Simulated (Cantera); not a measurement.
Stirred combustor or abatement burner

A perfectly stirred reactor is fed with CH₄ : O₂ : N₂ = 1 : 4.17 : 15.7 (molar parts), equivalence ratio 0.48, at 560000 Pa; it is adiabatic with a 775 K inlet, and is followed from long to short residence time, starting on the burning branch (τ in s: 0.4, 0.11, 0.03, 0.0084, 0.0023, 0.00063, 0.00017, 4.8e-05, 1.3e-05).

Computed with Cantera and GRI-Mech 3.0 (53 species, 325 reactions).

```json
[
 {"τ (s)": "0.40", "T (K)": "1830", "x CH₄": "1.12e-6", "x O₂": "0.104", "x HO₂": "1.26e-6", "x CH₂O": "1.16e-7", "x C₂H": "<1e-12"},
 {"τ (s)": "0.11", "T (K)": "1830", "x CH₄": "3.66e-6", "x O₂": "0.104", "x HO₂": "1.45e-6", "x CH₂O": "3.82e-7", "x C₂H": "<1e-12"},
 {"τ (s)": "0.030", "T (K)": "1828", "x CH₄": "1.06e-5", "x O₂": "0.104", "x HO₂": "2.04e-6", "x CH₂O": "1.13e-6", "x C₂H": "1.04e-12"},
 {"τ (s)": "0.0084", "T (K)": "1824", "x CH₄": "2.66e-5", "x O₂": "0.104", "x HO₂": "3.69e-6", "x CH₂O": "2.97e-6", "x C₂H": "5.05e-12"},
 {"τ (s)": "0.0023", "T (K)": "1816", "x CH₄": "6.47e-5", "x O₂": "0.104", "x HO₂": "8.02e-6", "x CH₂O": "7.63e-6", "x C₂H": "1.84e-11"},
 {"τ (s)": "0.00063", "T (K)": "1797", "x CH₄": "0.000160", "x O₂": "0.105", "x HO₂": "1.88e-5", "x CH₂O": "1.99e-5", "x C₂H": "5.40e-11"},
 {"τ (s)": "0.00017", "T (K)": "1748", "x CH₄": "0.000468", "x O₂": "0.108", "x HO₂": "4.81e-5", "x CH₂O": "5.80e-5", "x C₂H": "1.50e-10"},
 {"τ (s)": "4.8e-5", "T (K)": "775", "x CH₄": "0.0479", "x O₂": "0.200", "x HO₂": "<1e-12", "x CH₂O": "<1e-12", "x C₂H": "<1e-12"},
 {"τ (s)": "1.3e-5", "T (K)": "775", "x CH₄": "0.0479", "x O₂": "0.200", "x HO₂": "<1e-12", "x CH₂O": "<1e-12", "x C₂H": "<1e-12"}
]
```
x: mole fraction; the columns are a selection and need not sum to one.
